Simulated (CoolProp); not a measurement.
Properties of isobutane along the isotherm -4.65 °C (Tc = 134.7 °C, pc = 36.29 bar, ω = 0.184).

Values from CoolProp's reference Helmholtz-energy equation of state, Bücker 2006.

| p (bar) | phase | Prandtl number | fugacity coefficient |
|---|---|---|---|
| 31.8 | liquid | 4.78 | 0.04548 |
| 63.6 | liquid | 4.85 | 0.02615 |
| 95.5 | liquid | 4.92 | 0.02002 |
| 127 | liquid | 4.99 | 0.01726 |
| 159 | liquid | 5.07 | 0.01582 |
| 191 | liquid | 5.14 | 0.01511 |
| 223 | liquid | 5.22 | 0.01483 |
| 255 | liquid | 5.29 | 0.01486 |
| 286 | liquid | 5.36 | 0.01510 |
| 318 | liquid | 5.44 | 0.01553 |
| 350 | liquid | 5.52 | 0.01613 |

Viscosity comes from a separate model (Vogel 2000). Thermal conductivity comes from a separate model (Perkins 2002).
